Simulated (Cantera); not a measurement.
**Pb + O2 + N2 (iron carbonyl, mercury and lead vapours)**

Input: 1 mol Pb, 2.7 mol O2, 1.6 mol N2, equilibrated at 0.458 Torr.

Method: chemical equilibrium by Gibbs-energy minimisation in Cantera with the NASA 1993 tables (ideal gas, pure condensed phases). Candidate condensed phases: Pb, PbO, PbO2, Pb3O4; 12 gas species. Gases not in the tables: (PbO)n polymers. Equilibrium is a limit: real reactors are often held back by kinetics, nucleation or transport.

From 548 K to 698 K the condensed part is PbO(red). From 848 K to 1148 K the condensed part is PbO(yellow). From 1298 K to 1598 K nothing is condensed.

| T (K) | x O2 | x N2 | x PbO | x Pb | x NO | x O | x NO2 | x Pb2 | n PbO(red) | n PbO(yellow) |
|---|---|---|---|---|---|---|---|---|---|---|
| 548 | 0.579 | 0.421 | <1e-12 | <1e-12 | 4.40e-9 | <1e-12 | 3.12e-9 | <1e-12 | 1.00 | 0 |
| 698 | 0.579 | 0.421 | 2.36e-10 | <1e-12 | 3.27e-7 | <1e-12 | 1.49e-8 | <1e-12 | 1.00 | 0 |
| 848 | 0.579 | 0.421 | 1.24e-6 | 1.39e-10 | 5.29e-6 | 2.10e-11 | 4.10e-8 | <1e-12 | 0 | 1.000 |
| 998 | 0.579 | 0.421 | 0.000467 | 7.61e-7 | 3.71e-5 | 4.56e-9 | 8.33e-8 | <1e-12 | 0 | 0.998 |
| 1148 | 0.558 | 0.406 | 0.0355 | 0.000428 | 0.000151 | 2.40e-7 | 1.34e-7 | 8.51e-12 | 0 | 0.858 |
| 1298 | 0.461 | 0.331 | 0.195 | 0.0119 | 0.000375 | 4.69e-6 | 1.51e-7 | 3.16e-9 | 0 | 0 |
| 1448 | 0.467 | 0.327 | 0.170 | 0.0346 | 0.000904 | 5.40e-5 | 2.11e-7 | 1.49e-8 | 0 | 0 |
| 1598 | 0.476 | 0.321 | 0.130 | 0.0706 | 0.00184 | 0.000396 | 2.79e-7 | 3.83e-8 | 0 | 0 |
x: gas mole fraction; n: condensed amount in mol.
